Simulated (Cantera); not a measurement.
Cantera run:

```python
import numpy as np
import cantera as ct

gas_names = [...]  # 76 gases of nasa_gas.yaml made of C, H
cond_names = """
    C(gr) C6H6(L) C7H8(L) C8H18(L),n-octa
""".split()


# ... load() reads the species with a 1 bar reference pressure and builds the phases ...
atoms = {
    'C': {'C': 1},
    'H2': {'H': 2},
}
top_T = {'C(gr)': 4500}  # K; cautious upper limits of use, not melting points


# ... equilibrate(T, P, feed) seeds the gas with the atoms and calls Mixture.equilibrate('TP', solver="vcs", rtol=1e-11, max_steps=5000) ...
results = []
feed = {'C': 1, 'H2': 1.1}  # mol
P = 560  # Pa
for T in [900, 1050, 1200, 1350, 1500, 1650, 1800, 1950, 2100, 2250, 2400, 2550, 2700, 2850]:
    mix = equilibrate(T, P, feed)
    results.append((T, P, feed, dict(zip(mix.species_names, mix.species_moles))))
    x = sorted(zip(gas.X, gas.species_names), reverse=True)
    print(f"T = {T:g} K  P = {P:g} Pa  gas = {mix.phase_moles(0):.4g} mol")
    print("   x: " + "  ".join(f"{s} {v:.3e}" for v, s in x if v > 0.001))
    print("   condensed (mol): " + ("  ".join(f"{mix.phase(i).name} {mix.phase_moles(i):.4g}"
          for i in range(1, mix.n_phases) if mix.phase_moles(i) > 1e-12) or "none"))
```

It prints:

```
T = 900 K  P = 560 Pa  gas = 1.098 mol
   x: H2 9.983e-01  CH4 1.742e-03
   condensed (mol): C(gr) 0.9981
T = 1050 K  P = 560 Pa  gas = 1.1 mol
   x: H2 9.997e-01
   condensed (mol): C(gr) 0.9996
T = 1200 K  P = 560 Pa  gas = 1.1 mol
   x: H2 9.999e-01
   condensed (mol): C(gr) 0.9999
T = 1350 K  P = 560 Pa  gas = 1.1 mol
   x: H2 9.999e-01
   condensed (mol): C(gr) 1
T = 1500 K  P = 560 Pa  gas = 1.1 mol
   x: H2 9.997e-01
   condensed (mol): C(gr) 1
T = 1650 K  P = 560 Pa  gas = 1.101 mol
   x: H2 9.987e-01  H 1.213e-03
   condensed (mol): C(gr) 0.9999
T = 1800 K  P = 560 Pa  gas = 1.103 mol
   x: H2 9.950e-01  H 4.773e-03
   condensed (mol): C(gr) 0.9996
T = 1950 K  P = 560 Pa  gas = 1.108 mol
   x: H2 9.843e-01  H 1.520e-02
   condensed (mol): C(gr) 0.9988
T = 2100 K  P = 560 Pa  gas = 1.123 mol
   x: H2 9.579e-01  H 4.075e-02  C2H2,acetylene 1.384e-03
   condensed (mol): C(gr) 0.9969
T = 2250 K  P = 560 Pa  gas = 1.154 mol
   x: H2 9.027e-01  H 9.429e-02  C2H2,acetylene 3.022e-03
   condensed (mol): C(gr) 0.993
T = 2400 K  P = 560 Pa  gas = 1.216 mol
   x: H2 8.037e-01  H 1.906e-01  C2H2,acetylene 5.603e-03
   condensed (mol): C(gr) 0.986
T = 2550 K  P = 560 Pa  gas = 1.324 mol
   x: H2 6.536e-01  H 3.370e-01  C2H2,acetylene 8.692e-03
   condensed (mol): C(gr) 0.9749
T = 2700 K  P = 560 Pa  gas = 1.491 mol
   x: H 5.187e-01  H2 4.667e-01  C2H2,acetylene 1.101e-02  C3 1.571e-03  C2H 1.298e-03
   condensed (mol): C(gr) 0.9544
T = 2850 K  P = 560 Pa  gas = 1.719 mol
   x: H 6.898e-01  H2 2.817e-01  C2H2,acetylene 1.107e-02  C3 1.032e-02  C2H 3.713e-03  C 2.013e-03  C2 1.017e-03
   condensed (mol): C(gr) 0.8864
```

Cantera equilibrium calculation (NASA polynomials, part measured and part estimated; ideal gas, pure solids and liquids).
